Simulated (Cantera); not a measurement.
Input: 1 mol C2H4, 0.11 mol NH3, equilibrated at 2773 K and 150000 Pa.

These are equilibrium values from Cantera (NASA tables, ideal gas, pure condensed phases), not measurements of a reactor. Candidate condensed phases: C, C6H6, C7H8, C8H18; 92 gas species. Kinetics and transport are ignored.

Base state: H2 0.882, H 0.0570, C2H2 (acetylene) 0.0269, N2 0.0153, HCN 0.0152, HNC 0.00236, C4H2 0.000340, C2H 0.000209 (mole fractions); condensed: C(graphite).

Task: What changes in the equilibrium state with this change: temperature from 2773 K to 2273 K?

Result: 
```csv
species,before,after
H2,0.882,0.962
N2,0.0153,0.0217
H,0.0570,0.00673
C2H2 (acetylene),0.0269,0.00363
HCN,0.0152,0.00548
C3,1.51e-5,6.73e-9
C2H,0.000209,1.07e-6
C4H2,0.000340,5.59e-6
CN,8.01e-5,1.55e-6
C2H2 (vinylidene),4.80e-5,1.21e-6
"C(graphite), mol",1.83,1.97
```
